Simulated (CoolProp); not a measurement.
Vapour-liquid equilibrium of propane (1) + R114 (2) at 6.66 bar; x and y are mole fractions of (1).

The numbers come from the multi-fluid Helmholtz-energy mixture model, Lemmon 2009 and Platzer 1990; pair parameters Bell 2016 in CoolProp. This equation is an older, rougher fit; its heat capacities, sound speeds and derivatives of the liquid may be far off and weren't checked against measurements.

Give the bubble temperature and the first vapour's composition at x = 0.2, 0.5, 0.8. Is there an azeotrope?

x = 0.2: 45.0 °C, y = 0.484; x = 0.5: 27.6 °C, y = 0.778; x = 0.8: 17.2 °C, y = 0.923. No azeotrope shows between x = 0.05 and 0.95.

The pair parameters rest on a limited set of measurements; away from them the model extrapolates.
